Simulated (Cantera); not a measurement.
Charge: 1 mol H₂O, 0.025 mol O₂, 0.096 mol H₂, at 1 atm.

Equilibrium computed with Cantera from the NASA thermochemical tables; the gas is ideal and each condensed phase is pure. Candidate condensed phases: H₂O; 9 gas species. The numbers say what is thermodynamically allowed, not how fast it happens.

### Question
At 2052 °C, list the 5 most abundant gas species with their mole fractions, and the condensed phases.

### Answer
H₂O 0.939, H₂ 0.0488, OH 0.00775, H 0.00241, O₂ 0.00209. Condensed: gas only.
